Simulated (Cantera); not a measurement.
Input: 1 mol MgO, 1.2 mol C, 0.22 mol CO, held at 1923 K and 120 Pa.

Equilibrium computed with Cantera from the NASA thermochemical tables; the gas is ideal and each condensed phase is pure. Candidate condensed phases: C, Mg, MgCO₃, MgO; 15 gas species. Kinetics and transport are ignored.

Base state: CO 0.550, Mg 0.450 (mole fractions); condensed: C(graphite).

### Question
What changes in the equilibrium state with this change: temperature from 1923 K to 1198 K?

### Answer
| species | before | after |
|---|---|---|
| CO | 0.550 | 1.000 |
| CO₂ | 1.36e-8 | 2.33e-5 |
| Mg | 0.450 | 1.39e-6 |
| C(graphite), mol | 0.200 | 1.20 |
| MgO(s), mol | 0 | 1.00 |

### Question
What changes in the equilibrium state with this change: 0.01 mol H₂O added?

### Answer
| species | before | after |
|---|---|---|
| CO | 0.550 | 0.549 |
| Mg | 0.450 | 0.446 |
| H₂ | 0 | 0.00363 |
| H | 0 | 0.00164 |
| MgH | 0 | 1.38e-5 |
| C(graphite), mol | 0.200 | 0.190 |
The tables' values for MgH are old estimates; treat these amounts as uncertain. Further candidate phases: C₆H₆, C₇H₈, C₈H₁₈, H₂O, Mg(OH)₂.
